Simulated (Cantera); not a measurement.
A closed system holds: 1 mol Si, 2.5 mol SF6, at 627 °C and 9.40 mbar.

Method: chemical equilibrium by Gibbs-energy minimisation in Cantera with the NASA 1993 tables (ideal gas, pure condensed phases). Candidate condensed phases: S, Si; 21 gas species. The tables' values for SF3, S2F2 (SSF2), SF5 are old estimates; treat these amounts as uncertain. Equilibrium is a limit: real reactors are often held back by kinetics, nucleation or transport.

Question: What is the equilibrium state?

Answer: 
| Item | Result |
|---|---|
| x(SF4) | 0.566 |
| x(SiF4) | 0.286 |
| x(SF6) | 0.145 |
| x(SF3) | 0.00173 |
| x(SF2) | 0.000994 |
| x(S2F2 (SSF2)) | 9.36e-5 |
| x(SF5) | 1.40e-5 |
| gas amount | 3.500 mol |
| log10 activity of S(l) (absent) | -6.86 |
| log10 activity of Si(s) (absent) | -56.69 |
